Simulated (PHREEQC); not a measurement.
Solution (25 °C): 2.7 mmol/kgw Ca(OH)2. Closed to the air; pH follows from the charge balance.

Computed with PHREEQC (ion-association model, phreeqc.dat).

```tsv
quantity	before	after
pH	11.67	10.70
ionic strength (mol/kgw)	0.00779	0.00807
CaOH+ (mol/kgw)	0.000153	1.68e-5
```

What was changed between the two runs?
A) temperature from 25 to 65 °C
B) diluted 10-fold with water
C) temperature from 25 to 90 °C
D) temperature from 25 to 60 °C
E) diluted 100-fold with water

D, temperature from 25 to 60 °C

This is a speciation only: nothing precipitates in the calculation. At this temperature some constants are extrapolated from 25 °C, and those without enthalpy data are left unchanged.
